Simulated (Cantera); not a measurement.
Cantera with NASA thermochemical tables; ideal gases at 1 bar, condensed phases pure. Values are per mole of reaction as written; species without (g) are pure solids or liquids, kept so even where they would boil at 1 bar.

12 H(g) + 2 Fe₂O₃ + 3 O₂(g) = 4 Fe(OH)₃

| T (K) | ΔH° (kJ) | ΔS° (J/K) | ΔG° (kJ) | log10 K |
|---|---|---|---|---|
| 300 | ___ | ___ | ___ | ___ |
| 350 | -4302.7 | -1769.5 | -3683.3 | 549.70 |
| 400 | -4308.5 | -1785.2 | -3594.5 | 469.38 |
| 450 | -4313.7 | -1797.4 | -3504.9 | 406.83 |
| 500 | -4318.2 | -1806.9 | -3414.8 | 356.73 |
| 550 | ___ | ___ | ___ | ___ |
| 600 | -4325.7 | -1820.6 | -3233.3 | 281.48 |
| 650 | -4328.9 | -1825.7 | -3142.2 | 252.50 |
| 700 | -4331.9 | -1830.2 | -3050.8 | 227.65 |
| 750 | -4334.8 | -1834.2 | -2959.2 | 206.09 |
| 800 | -4337.6 | -1837.8 | -2867.4 | 187.22 |

**Question.** What belongs in the gaps?

**Answer.** 
- 300, ΔH° (kJ): -4296.1
- 300, ΔS° (J/K): -1749.2
- 300, ΔG° (kJ): -3771.3
- 300, log10 K: 656.63
- 550, ΔH° (kJ): -4322.2
- 550, ΔS° (J/K): -1814.4
- 550, ΔG° (kJ): -3324.2
- 550, log10 K: 315.70
